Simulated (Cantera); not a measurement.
Gas mixture: N2O = 0.45 (molar parts), at 1.00 bar, frozen composition.

Cantera's kinetic-theory transport with the Lennard-Jones parameters of GRI-Mech 3.0, ideal gas; thermal conductivity in the mixture-averaged form. The composition is frozen, though it would react at the higher temperatures.

D: mixture-averaged diffusion coefficient of that species in the mixture.

```csv
T (K),ρ (kg/m³),cp (J/kg/K),μ (µPa s),λ (mW/m/K),Pr,D (cm²/s) OH,D (cm²/s) H2O,D (cm²/s) CH4
400,1.32,970.3,19.5,25.5,0.741,0.416,___,0.295
550,0.962,1073,25.5,37.0,0.739,0.726,___,0.521
700,0.756,1150,30.8,47.9,0.739,1.10,___,0.795
850,0.623,1210,35.6,58.2,0.739,1.53,___,1.11
1000,0.529,1255,40.0,68.0,0.739,2.01,___,1.47
1150,0.460,1285,44.1,77.1,0.736,2.54,___,1.86
```

Q: Fill in the missing entries.

A: 
- 400, D (cm²/s) H2O: 0.296
- 550, D (cm²/s) H2O: 0.549
- 700, D (cm²/s) H2O: 0.864
- 850, D (cm²/s) H2O: 1.23
- 1000, D (cm²/s) H2O: 1.65
- 1150, D (cm²/s) H2O: 2.12
